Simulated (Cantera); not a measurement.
A freely propagating, adiabatic, planar premixed flame of 27.0 % H₂, 17.8 % O₂, 55.2 % N₂, unburnt at 523 K and 1.00 bar; mixture-averaged transport, grid criteria slope 0.08 and curve 0.16, no radiation.

Model: the H2/O2 subset of GRI-Mech 3.0, which has no nitrogen chemistry, integrated in Cantera. Burning velocities carry a grid error of a few per cent, more on coarse grids.

**Question.** Predict: laminar burning velocity; thermal thickness; peak x(H); peak x(HO₂); peak x(H₂O₂).

**Answer.** 
```json
{
  "laminar_burning_velocity": "543 cm/s",
  "thermal_thickness": "0.402 mm",
  "peak x(H)": "0.0420",
  "peak x(HO₂)": "0.000401",
  "peak x(H₂O₂)": "3.28e-5"
}
```
